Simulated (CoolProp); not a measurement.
A closed Brayton cycle with carbon dioxide: compressor inlet 332.15 K and 7.8 MPa, high pressure 19.2 MPa, turbine inlet 755 K, compressor efficiency 0.85, turbine efficiency 0.85, recuperator effectiveness 0 (on enthalpy, no pinch check). Each further row changes one setting.

The numbers come from the reference Helmholtz-energy equation of state, Span 1996 in CoolProp.

```json
[
 {"case": "as stated", "thermal efficiency (%)": "11.4", "net work (kJ/kg)": "50.3", "compressor to turbine work": "0.50", "compressor exit (K)": "413.1", "turbine exit (K)": "658.1"},
 {"case": "turbine inlet 705 K", "thermal efficiency (%)": "11.2", "net work (kJ/kg)": "42.5", "compressor to turbine work": "0.55", "compressor exit (K)": "413.1", "turbine exit (K)": "611.6"},
 {"case": "compressor inlet 342.15 K", "thermal efficiency (%)": "10.9", "net work (kJ/kg)": "45.6", "compressor to turbine work": "0.55", "compressor exit (K)": "426.7", "turbine exit (K)": "658.1"},
 {"case": "high pressure 16.3 MPa", "thermal efficiency (%)": "9.6", "net work (kJ/kg)": "43.6", "compressor to turbine work": "0.48", "compressor exit (K)": "397.9", "turbine exit (K)": "675.4"},
 {"case": "recuperator effectiveness 0.5", "thermal efficiency (%)": "16.7", "net work (kJ/kg)": "50.3", "compressor to turbine work": "0.50", "compressor exit (K)": "413.1", "turbine exit (K)": "658.1"}
]
```
